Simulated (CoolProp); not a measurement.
A simple Rankine cycle with benzene: condensing at 314.15 K, boiler at 0.958 MPa, turbine inlet 464.2 K, turbine efficiency 0.9, pump efficiency 0.7, no recuperator. Each further row changes one setting.

The numbers come from the reference Helmholtz-energy equation of state, Thol 2012 in CoolProp.

```
case                             thermal efficiency (%)  net work (kJ/kg)  heat in (kJ/kg)  turbine exit temperature (K)  volume ratio over the turbine
-------------------------------  ----------------------  ----------------  ---------------  ----------------------------  -----------------------------
as stated                                          21.7               132              609                         359.4                           33.8
turbine inlet 484.2 K                              21.7               140              646                         380.9                           33.5
condensing temperature 306.15 K                    22.9               143              623                         350.6                           46.2
boiler pressure 0.671 MPa                          20.0               123              617                         372.2                           23.3
turbine efficiency 0.8                             19.2               117              609                         370.6                           34.9
```
